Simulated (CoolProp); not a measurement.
A Linde-Hampson liquefier for ethane: isothermal reversible compression at 320 K from 1 atm to 15 MPa, throttling to 1 atm, return gas leaving the recuperator 10 K below the feed. Each further row changes one setting.

Computed with CoolProp (reference Helmholtz-energy equation of state, Bücker 2006).

| case | liquid yield per pass | compression work (kJ/kg of gas) |
|---|---|---|
| as stated | 0.443 | 353 |
| high pressure 30 MPa | 0.453 | 390 |
| warm-end temperature 350 K | 0.342 | 414 |
| warm-end gap 15 K | 0.435 | 353 |
